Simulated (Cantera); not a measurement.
A perfectly stirred reactor is fed with 14.8 % H2, 16.4 % O2, 68.9 % N2, equivalence ratio 0.45, at 20000 Pa; it is held at 1300 K, and followed from long to short residence time.

Cantera simulation using the H2/O2 subset of GRI-Mech 3.0, which has no nitrogen chemistry; the numbers are that mechanism's predictions, not measurements. The temperature is held fixed by assumption; the heat of reaction is taken as removed at once.

x: mole fraction; the columns are a selection and need not sum to one.

```
τ (s)       x H2    x O2   x H2O2       x O    x HO2      x OH
------  --------  ------  -------  --------  -------  --------
0.47    0.000252  0.0972        ?  0.000179  4.03e-6  0.000604
0.27    0.000363  0.0972        ?  0.000261  5.17e-6  0.000728
0.15    0.000533  0.0972        ?  0.000387  6.54e-6  0.000887
0.088   0.000753  0.0971        ?  0.000553  7.89e-6   0.00106
0.050    0.00108  0.0971        ?  0.000803  9.34e-6   0.00128
0.028    0.00156  0.0971        ?   0.00117  1.08e-5   0.00156
0.016    0.00221  0.0971        ?   0.00168  1.21e-5   0.00188
0.0092   0.00311  0.0972        ?   0.00239  1.31e-5   0.00226
0.0053   0.00432  0.0973  1.35e-6   0.00336  1.40e-5   0.00270
0.0030   0.00601  0.0977  1.45e-6   0.00473  1.47e-5   0.00323
0.0017   0.00822  0.0982  1.50e-6   0.00651  1.51e-5   0.00381
```

Complete the blanks.


- 0.47, x H2O2: 3.68e-7
- 0.27, x H2O2: 4.54e-7
- 0.15, x H2O2: 5.60e-7
- 0.088, x H2O2: 6.70e-7
- 0.050, x H2O2: 7.99e-7
- 0.028, x H2O2: 9.43e-7
- 0.016, x H2O2: 1.09e-6
- 0.0092, x H2O2: 1.22e-6
